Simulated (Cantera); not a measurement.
An adiabatic, constant-volume homogeneous reactor starts with CH4 : O2 : N2 = 1 : 1.05 : 3.96 (molar parts), at 1100 K and 5.00 bar.

Model: GRI-Mech 3.0 (53 species, 325 reactions), integrated in Cantera.

One state of this run: T (K) = 2577; P (bar) = 13.6; x CH4 = 1.23e-9; x O2 = 4.86e-6; x CH2 = 2.26e-11; x H2 = 0.146; x NO = 0.000107. x: mole fraction; the columns are a selection and need not sum to one.

Task: Which value of t (s) does it belong to?
(A) 0.218
(B) 0.000288
(C) 0.00151
(D) 1.05e-5

Result: A, 0.218
